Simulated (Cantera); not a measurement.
An isothermal, constant-pressure homogeneous reactor starts with NO : N₂ = 1 : 0.6 (molar parts), at 1875 K and 13300 Pa. Integrator tolerance rtol = 1e-08.

Cantera simulation using GRI-Mech 3.0 (53 species, 325 reactions); the numbers are that mechanism's predictions, not measurements.

Question: What does this change do: temperature 1875 to 2050 K?

Answer: 
```tsv
quantity	before	after
x(NO) at 2.00 s	0.521 (gas-phase equilibrium 0.00603)	0.188 (gas-phase equilibrium 0.00988)
x(O₂) at 2.00 s	0.0519 (gas-phase equilibrium 0.309)	0.217 (gas-phase equilibrium 0.307)
x(O) at 2.00 s	0.000168 (gas-phase equilibrium 0.000369)	0.00127 (gas-phase equilibrium 0.00148)
x(NO₂) at 2.00 s	0.000207 (gas-phase equilibrium 5.75e-6)	0.000111 (gas-phase equilibrium 6.92e-6)
x(N₂) at 2.00 s	0.427 (gas-phase equilibrium 0.684)	0.593 (gas-phase equilibrium 0.682)
x(N₂O) at 2.00 s	0.000103 (gas-phase equilibrium 1.17e-7)	1.22e-5 (gas-phase equilibrium 1.88e-7)
```
